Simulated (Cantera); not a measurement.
A perfectly stirred reactor is fed with H2 : O2 : N2 = 1.3 : 1 : 1.1 (molar parts), at 143 Torr; it is held at 1325 K, and followed from long to short residence time.

Computed with Cantera and the H2/O2 subset of GRI-Mech 3.0, which has no nitrogen chemistry. The temperature is held fixed by assumption; the heat of reaction is taken as removed at once.

x: mole fraction; the columns are a selection and need not sum to one.

```
τ (s)        x H2   x O2       x O       x H    x HO2  x H2O
-------  --------  -----  --------  --------  -------  -----
16        4.85e-5  0.127   1.43e-5   1.42e-6      [?]  0.472
4.6      0.000112  0.127   3.35e-5   5.02e-6      [?]  0.472
1.3      0.000260  0.127   7.98e-5   1.80e-5      [?]  0.472
0.39     0.000581  0.127  0.000183   6.10e-5      [?]  0.471
0.12      0.00127  0.127  0.000409  0.000200      [?]  0.470
0.034     0.00288  0.127  0.000962  0.000705      [?]  0.467
0.0099    0.00629  0.128   0.00218   0.00238      [?]  0.460
0.0029     0.0132  0.130   0.00481   0.00768  4.07e-5  0.445
0.00085    0.0261  0.134    0.0101    0.0229  4.38e-5  0.413
```

Q: Complete the blanks.

A: 
- 16, x HO2: 1.05e-6
- 4.6, x HO2: 2.29e-6
- 1.3, x HO2: 4.88e-6
- 0.39, x HO2: 9.43e-6
- 0.12, x HO2: 1.64e-5
- 0.034, x HO2: 2.57e-5
- 0.0099, x HO2: 3.44e-5
